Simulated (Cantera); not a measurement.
Charge: 1 mol Si, 3.3 mol HCl, 1.1 mol H2.

Method: chemical equilibrium by Gibbs-energy minimisation in Cantera with the NASA 1993 tables (ideal gas, pure condensed phases). Candidate condensed phases: Si; 19 gas species. The tables' values for SiCl3 are old estimates. Equilibrium is a limit: real reactors are often held back by kinetics, nucleation or transport.

Stable condensed phases, one row left out:

```
T in K \ P in Pa
           10000   26000   67000  170000  450000 1200000 3000000
   1700        A       A       A       A       A       A       B
   1600        A       A       A       A       B       B       B
   1500        A       A       B       B       B       B       B
   1300        B       B       B       B       B       B       B
   1200        B       B       B       B       B       B       B
   1100        B       B       B       B       B       B       B
   1000        B       B       B       B       B       B       B
    900        B       B       B       B       B       B       B
    800        B       B       B       B       B       B       B
    700        B       B       B       B       B       B       B
```

A: gas only; B: Si.

Problem. Give the row for 1400 K.

Solution. 10000: Si; 26000: Si; 67000: Si; 170000: Si; 450000: Si; 1200000: Si; 3000000: Si.
